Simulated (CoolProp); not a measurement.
Isohexane along the isobar 3.34 MPa: density (kg/m³) from the reference equation and from simpler models built on Tc = 224.6 °C, pc = 3.043 MPa, ω = 0.280; each cubic takes its own stable root.

Computed with CoolProp (reference Helmholtz-energy equation of state, Lemmon 2006). It is a short technical equation, of lower accuracy than the large ones.

```tsv
T (°C)	phase	reference	Redlich-Kwong	Soave-Redlich-Kwong	Peng-Robinson
27.25	liquid	650.3	580.7	598.6	674.6
32.35	liquid	645.8	576.3	594.6	670.2
37.45	liquid	641.2	571.9	590.5	665.8
42.45	liquid	636.6	567.4	586.4	661.3
47.55	liquid	631.9	562.8	582.1	656.7
52.65	liquid	627.2	558.1	577.7	651.9
57.75	liquid	622.4	553.4	573.2	647.0
62.75	liquid	617.7	548.6	568.7	642.0
67.85	liquid	612.8	543.6	564.0	636.9
72.95	liquid	607.9	538.6	559.2	631.6
77.95	liquid	603.0	533.5	554.4	626.2
83.05	liquid	597.9	528.3	549.3	620.6
```
